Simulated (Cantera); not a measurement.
# Abatement and gas-phase synthesis: NH₃ + O₂ + N₂ + H₂O

Charge: 1 mol NH₃, 0.67 mol O₂, 1.3 mol N₂, 0.27 mol H₂O, at 1727 °C and 91.0 Pa.

These are equilibrium values from Cantera (NASA tables, ideal gas, pure condensed phases), not measurements of a reactor. Candidate condensed phases: H₂O; 24 gas species. Equilibrium is a limit: real reactors are often held back by kinetics, nucleation or transport.

The x(N₂) is 0.494, the x(H₂O) is 0.420 and the x(H₂) is 0.0555. The x(H) is 0.0127 and the x(OH) is 0.00960. The x(O₂) is 0.00524. The x(O) is 0.00161. The x(NO) comes out as 0.000958 and the gas amount comes out as 3.637 mol.
